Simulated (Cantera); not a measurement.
Charge: 1 mol Pb, 3.3 mol CO, 100 mol N2, equilibrated at 0.270 Torr.

Method: chemical equilibrium by Gibbs-energy minimisation in Cantera with the NASA 1993 tables (ideal gas, pure condensed phases). Candidate condensed phases: C, Pb, PbO, PbO2, Pb3O4; 27 gas species. Equilibrium is a limit: real reactors are often held back by kinetics, nucleation or transport.

log p: log10 of the partial pressure in bar; n: condensed amount in mol.

| T (°C) | log p N2 | log p CO | log p Pb | log p CO2 | n C(graphite) | n Pb(l) |
|---|---|---|---|---|---|---|
| 500 | -3.46 | -4.94 | -7.64 | … | 0.00917 | 0.993 |
| 600 | -3.46 | -4.94 | -6.20 | … | 0.000430 | 0.817 |
| 700 | -3.46 | -4.94 | -5.46 | … | 0 | 0 |
| 800 | -3.46 | -4.94 | -5.46 | … | 0 | 0 |
| 900 | -3.46 | -4.94 | -5.46 | … | 0 | 0 |
| 1000 | -3.46 | -4.94 | -5.46 | … | 0 | 0 |
| 1100 | -3.46 | -4.94 | -5.46 | … | 0 | 0 |
| 1200 | -3.46 | -4.94 | -5.46 | … | 0 | 0 |
| 1300 | -3.46 | -4.94 | -5.46 | … | 0 | 0 |
| 1400 | -3.46 | -4.94 | -5.46 | … | 0 | 0 |
| 1500 | -3.46 | -4.94 | -5.46 | … | 0 | 0 |
| 1600 | -3.46 | -4.94 | -5.46 | … | 0 | 0 |
| 1700 | -3.46 | -4.94 | -5.46 | … | 0 | 0 |

### Question
Some entries are withheld; supply them.

### Answer

- 500, log p CO2: -7.50
- 600, log p CO2: -8.83
- 700, log p CO2: -9.89
- 800, log p CO2: -10.74
- 900, log p CO2: -11.44
- 1000, log p CO2: -12.03
- 1100, log p CO2: -12.53
- 1200, log p CO2: -12.42
- 1300, log p CO2: -12.19
- 1400, log p CO2: -11.93
- 1500, log p CO2: -11.69
- 1600, log p CO2: -11.48
- 1700, log p CO2: -11.30
